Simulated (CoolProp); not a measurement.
Vapour-liquid equilibrium of dimethyl ether (1) + R236FA (2) at 3.82 bar; x and y are mole fractions of (1).

Model: multi-fluid Helmholtz-energy mixture model, Wu 2011 and Pan 2012; pair parameters Bell 2016, in CoolProp.

```json
[
 {"x": "0.05", "bubble temperature (K)": "308.6", "y at the bubble point": "0.055", "dew temperature at overall composition x (K)": "308.6", "liquid density (mol/L)": "8.907"},
 {"x": "0.2", "bubble temperature (K)": "307.5", "y at the bubble point": "0.240", "dew temperature at overall composition x (K)": "307.8", "liquid density (mol/L)": "9.581"},
 {"x": "0.35", "bubble temperature (K)": "305.2", "y at the bubble point": "0.446", "dew temperature at overall composition x (K)": "306.4", "liquid density (mol/L)": "10.34"},
 {"x": "0.5", "bubble temperature (K)": "301.4", "y at the bubble point": "0.649", "dew temperature at overall composition x (K)": "304.3", "liquid density (mol/L)": "11.21"},
 {"x": "0.65", "bubble temperature (K)": "296.3", "y at the bubble point": "0.817", "dew temperature at overall composition x (K)": "301.4", "liquid density (mol/L)": "12.18"},
 {"x": "0.8", "bubble temperature (K)": "290.6", "y at the bubble point": "0.929", "dew temperature at overall composition x (K)": "296.9", "liquid density (mol/L)": "13.27"},
 {"x": "0.95", "bubble temperature (K)": "285.3", "y at the bubble point": "0.989", "dew temperature at overall composition x (K)": "289.0", "liquid density (mol/L)": "14.44"}
]
```

No azeotrope shows between x = 0.05 and 0.95.

Pair parameters are fitted to limited data, so mixtures are less certain than the pure fluids.
